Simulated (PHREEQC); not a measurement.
Synthetic water in mg/kgw, 20 °C, pH 6.19, pe 9.6: Na 0.197; K 0.0302; Ca 0.0581; Mg 0.03; Cl 0.349; S(6) as SO4 0.174; Alkalinity as HCO3 0.0617; Li 1.74e-05; Ni 0.00168; B 0.00353.

Valence states are taken as typed.

Model: ion-association model, wateq4f.dat, run in PHREEQC.

Each row changes one thing in this solution. No solid was allowed to form.

```
case                                             CO2 (mol/kgw)  HCO3- (mol/kgw)  CaSO4 (mol/kgw)  MgSO4 (mol/kgw)  H2BO3- (mol/kgw)  CO3-2 (mol/kgw)  SI of Ni(OH)2 (Ni(OH)2)  SI of Gypsum (CaSO4:2H2O)
-----------------------------------------------  -------------  ---------------  ---------------  ---------------  ----------------  ---------------  -----------------------  -------------------------
as made                                                2.55e-6          1.65e-6         4.79e-10         4.41e-10          2.66e-10         1.09e-10                    -5.59                      -7.02
all concentrations times 3 at the same typed pH        5.66e-6          3.67e-6          4.17e-9          3.85e-9          8.03e-10         2.46e-10                    -5.12                      -6.08
pH from 6.19 to 6.49 at the same alkalinity            1.02e-6          1.31e-6         4.79e-10         4.41e-10          5.31e-10         1.74e-10                    -4.99                      -7.02
Ni from 0.00168 to 0.00084 mg/kgw                      2.55e-6          1.65e-6         4.79e-10         4.41e-10          2.66e-10         1.09e-10                    -5.89                      -7.02
```
